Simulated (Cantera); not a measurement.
A closed system holds: 1 mol trisilylamine, 8.2 mol NH₃, a varied amount of H₂, held at 133 Pa.

Method: chemical equilibrium by Gibbs-energy minimisation in Cantera with the NASA 1993 tables (ideal gas, pure condensed phases). Candidate condensed phases: Si, Si₃N₄; 18 gas species. The feed counts by its element totals alone. Mutual solubility and eutectic melting of coexisting phases are not modelled. The numbers say what is thermodynamically allowed, not how fast it happens.

Question: What condenses at these points (T in °C, n(H₂) in mol): (1025, 76); (975, 11); (1125, 11); (1425, 29); (1125, 7); (1275, 29)?

Answer: 
```
T (°C)  n(H₂) in mol  condensed phases  Si condensed (%)
------  ------------  ----------------  ----------------
1025              76             Si₃N₄             100.0
975               11             Si₃N₄             100.0
1125              11             Si₃N₄             100.0
1425              29                Si              99.1
1125               7             Si₃N₄             100.0
1275              29        Si + Si₃N₄             100.0
```
